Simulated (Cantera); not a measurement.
# Equilibrium for silicon epitaxy and polysilicon growth: SiHCl3 + H2

Charge: 1 mol SiHCl3, 5.1 mol H2, held at 527 °C.

These are equilibrium values from Cantera (NASA tables, ideal gas, pure condensed phases), not measurements of a reactor. Candidate condensed phases: Si; 19 gas species. The tables' values for SiCl3 are old estimates; treat these amounts as uncertain. The numbers say what is thermodynamically allowed, not how fast it happens.

```csv
P (Pa),x H2,x SiCl4,x SiHCl3,x HCl,x SiH2Cl2,x SiCl3,x SiCl2,n Si(s)
100,0.873,0.108,0.0111,0.00768,9.18e-5,0.000259,6.93e-5,0.244
260,0.874,0.106,0.0139,0.00603,0.000147,0.000202,4.27e-5,0.237
670,0.873,0.104,0.0173,0.00474,0.000234,0.000157,2.63e-5,0.229
1700,0.873,0.101,0.0215,0.00373,0.000367,0.000122,1.63e-5,0.221
4500,0.872,0.0978,0.0266,0.00289,0.000586,9.31e-5,9.85e-6,0.211
12000,0.871,0.0934,0.0328,0.00224,0.000933,7.04e-5,5.89e-6,0.199
30000,0.869,0.0884,0.0396,0.00175,0.00143,5.37e-5,3.63e-6,0.186
77000,0.866,0.0825,0.0475,0.00136,0.00221,4.03e-5,2.19e-6,0.171
200000,0.863,0.0756,0.0564,0.00105,0.00340,2.97e-5,1.30e-6,0.153
```
x: gas mole fraction; n: condensed amount in mol.

From 0.00100 bar to 2.00 bar the condensed part is Si(s). The main Si-bearing gas is SiCl4 throughout. The share of Si in condensed phases is highest at 0.00100 bar (24.4 %) and lowest at 2.00 bar (15.3 %).
